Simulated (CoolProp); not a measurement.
Model: reference Helmholtz-energy equation of state, Span 2000, in CoolProp.

**Question.** For nitrogen, give the phase and the cv (kJ/(kg K)), Joule-Thomson coefficient (K/MPa), viscosity (µPa s) at 276.7 K and 3.09 MPa; 276.7 K and 4.63 MPa; 276.7 K and 6.95 MPa.

**Answer.** 
- 276.7 K and 3.09 MPa: gas; cv 0.752, Joule-Thomson coefficient 2.26, viscosity 17.3
- 276.7 K and 4.63 MPa: supercritical; cv 0.756, Joule-Thomson coefficient 2.12, viscosity 17.7
- 276.7 K and 6.95 MPa: supercritical; cv 0.762, Joule-Thomson coefficient 1.90, viscosity 18.3

Viscosity comes from a separate model (Lemmon 2004).
